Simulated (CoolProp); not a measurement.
The numbers come from the reference Helmholtz-energy equation of state, Lemmon 2006 in CoolProp. It is a short technical equation, of lower accuracy than the large ones.

Question: For carbonyl sulfide, give the phase and the Z, cp (kJ/(kg K)), isothermal compressibility (1/MPa) at 280.5 K and 14 bar; 302.8 K and 14 bar; 369.7 K and 14 bar.

Answer: 
- 280.5 K and 14 bar: liquid; Z 0.0346, cp 1.29, isothermal compressibility 0.00302
- 302.8 K and 14 bar: gas; Z 0.827, cp 0.938, isothermal compressibility 0.901
- 369.7 K and 14 bar: gas; Z 0.915, cp 0.827, isothermal compressibility 0.785
